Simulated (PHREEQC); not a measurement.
## Leach liquor: speciation

Consider water at 25 °C with 0.009 mol/kgw H2SO4, 0.28 mol/kgw FeSO4 and 0.63 mol/kgw MnSO4. Closed to the air; pH follows from the charge balance.

All values are PHREEQC results (Pitzer model, pitzer.dat), not measurements.

Each row changes one thing in this solution. This is a speciation only: nothing precipitates in the calculation.

```csv
case,pH,HSO4- (mol/kgw)
as made,2.68,0.0135
diluted 5-fold with water,3.11,0.00227
MnSO4 from 0.63 to 0.315 mol/kgw,2.56,0.0123
diluted 100-fold with water,3.96,4.77e-5
MnSO4 from 0.63 to 1.26 mol/kgw,2.83,0.0151
```

In brines, pH and single-ion activities rest on the MacInnes convention.
